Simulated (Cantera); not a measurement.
Charge: 1 mol HI, 0.61 mol H2O, 0.12 mol H2, equilibrated at 627 °C and 7.50 Torr.

These are equilibrium values from Cantera (NASA tables, ideal gas, pure condensed phases), not measurements of a reactor. Candidate condensed phases: H2O, I2; 12 gas species. The numbers say what is thermodynamically allowed, not how fast it happens.

Base state: HI 0.440, H2O 0.345, H2 0.131, I2 0.0426, I 0.0410 (mole fractions); condensed: gas only.

Task: What changes in the equilibrium state with this change: H2 from 0.12 to 3.3 mol?

Result: 
```
species  before    after
-------  ------  -------
H2        0.131    0.675
HI        0.440    0.192
H2O       0.345    0.124
I2       0.0426  0.00157
I        0.0410  0.00788
```

Task: What changes in the equilibrium state with this change: temperature from 627 °C to 1650 °C?

Result: 
```csv
species,before,after
I,0.0410,0.434
H2O,0.345,0.275
H2,0.131,0.269
HI,0.440,0.0166
I2,0.0426,7.96e-5
H,<1e-9,0.00489
OH,<1e-9,0.000430
```
